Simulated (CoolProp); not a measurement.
Vapour-liquid equilibrium of n-perfluorobutane (1) + R365MFC (2) at 47.6 kPa; x and y are mole fractions of (1).

Computed with CoolProp (multi-fluid Helmholtz-energy mixture model, Gao 2022 and Lemmon 2016; pair parameters Bell 2016).

```
x     bubble temperature, mixture model (K)  bubble temperature, Raoult's law (K)  y, mixture model  y, Raoult's law
----  -------------------------------------  ------------------------------------  ----------------  ---------------
0.05                                  275.3                                 289.5             0.581            0.211
0.15                                  262.1                                 282.3             0.802            0.489
0.25                                  258.4                                 276.5             0.846            0.657
0.35                                  257.2                                 271.8             0.859            0.765
0.45                                  256.7                                 267.8             0.865            0.838
0.55                                  256.4                                 264.5             0.870            0.889
0.65                                  256.0                                 261.6             0.878            0.926
0.75                                  255.4                                 259.0             0.893            0.954
0.85                                  254.7                                 256.8             0.920            0.976
0.95                                  254.1                                 254.7             0.965            0.993
```

The largest gap from Raoult's law is -20.2 K in bubble temperature, at x = 0.15. No azeotrope shows between x = 0.05 and 0.95.

The pair parameters rest on a limited set of measurements; away from them the model extrapolates. With so large a gap from Raoult's law the liquid may split in two, which this calculation doesn't test in full.
